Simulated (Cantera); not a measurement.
An adiabatic, constant-pressure homogeneous reactor starts with 6.45 % CH4, 14.8 % O2, 78.7 % N2, equivalence ratio 0.87, at 1648 K and 10.0 bar.

Model: GRI-Mech 3.0 (53 species, 325 reactions), integrated in Cantera.

Question: Predict: time of steepest temperature rise; temperature at 3.00 s; equilibrium temperature; x(O2) at 3.00 s; x(H) at 3.00 s; x(OH) at 3.00 s; x(NO) at 3.00 s.

Answer: 
* **time of steepest temperature rise**: 65.6 µs
* **temperature at 3.00 s**: 2740 K
* **equilibrium temperature**: 2740 K
* **x(O2) at 3.00 s**: 0.0198 (gas-phase equilibrium 0.0198)
* **x(H) at 3.00 s**: 0.00142 (gas-phase equilibrium 0.00142)
* **x(OH) at 3.00 s**: 0.00970 (gas-phase equilibrium 0.00970)
* **x(NO) at 3.00 s**: 0.0103 (gas-phase equilibrium 0.0103)
